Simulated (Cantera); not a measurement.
A closed system holds: 1 mol MgO, a varied amount of CH₄, 0.22 mol H₂, held at 1873 K and 2.00 mbar.

Method: chemical equilibrium by Gibbs-energy minimisation in Cantera with the NASA 1993 tables (ideal gas, pure condensed phases). Candidate condensed phases: C, C₆H₆, C₇H₈, C₈H₁₈, H₂O, Mg, MgCO₃, MgO, Mg(OH)₂; 116 gas species. The tables' values for MgH are old estimates; treat these amounts as uncertain. The numbers say what is thermodynamically allowed, not how fast it happens.

x: gas mole fraction; n: condensed amount in mol.

```tsv
n(CH₄) (mol)	x H₂	x Mg	x CO	x H	x H₂O	x CO₂	n MgO(s)	n C(graphite)
0.73	0.523	0.233	0.230	0.0104	0.00244	0.000262	0.261	0
0.91	0.517	0.236	0.234	0.0104	0.00238	0.000262	0.0796	0
1.1	0.539	0.225	0.225	0.0106	4.89e-8	4.97e-9	0	0.0985
1.4	0.592	0.198	0.198	0.0111	4.73e-8	3.85e-9	0	0.398
1.7	0.634	0.177	0.177	0.0115	4.52e-8	3.07e-9	0	0.698
2.1	0.678	0.155	0.155	0.0119	4.23e-8	2.35e-9	0	1.10
2.6	0.720	[?]	[?]	0.0122	[?]	[?]	0	[?]
3.2	0.757	0.115	0.115	0.0126	3.51e-8	1.30e-9	0	2.20
4	0.792	[?]	[?]	0.0128	[?]	[?]	0	[?]
4.9	0.821	0.0826	0.0827	0.0131	2.73e-8	6.70e-10	0	3.89
```

Task: What belongs in the gaps?

Result: 
- 4, x Mg: 0.0972
- 4, x CO: 0.0972
- 4, x H₂O: 3.10e-8
- 4, x CO₂: 9.27e-10
- 4, n C(graphite): 2.99
- 2.6, x Mg: 0.134
- 2.6, x CO: 0.134
- 2.6, x H₂O: 3.88e-8
- 2.6, x CO₂: 1.76e-9
- 2.6, n C(graphite): 1.60
